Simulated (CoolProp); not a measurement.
Vapour-liquid equilibrium of ethylbenzene (1) + m-xylene (2) at 546 kPa; x and y are mole fractions of (1).

The numbers come from the multi-fluid Helmholtz-energy mixture model, Zhou 2012 and Zhou 2012; pair parameters Bell 2016 in CoolProp.

Task: Give the bubble temperature and the first vapour's composition at x = 0.2, 0.65, 0.875. Is there an azeotrope?

Result: x = 0.2: 487.7 K, y = 0.208; x = 0.65: 486.5 K, y = 0.659; x = 0.875: 485.9 K, y = 0.879. No azeotrope shows between x = 0.05 and 0.95.

Pair parameters are fitted to limited data, so mixtures are less certain than the pure fluids.
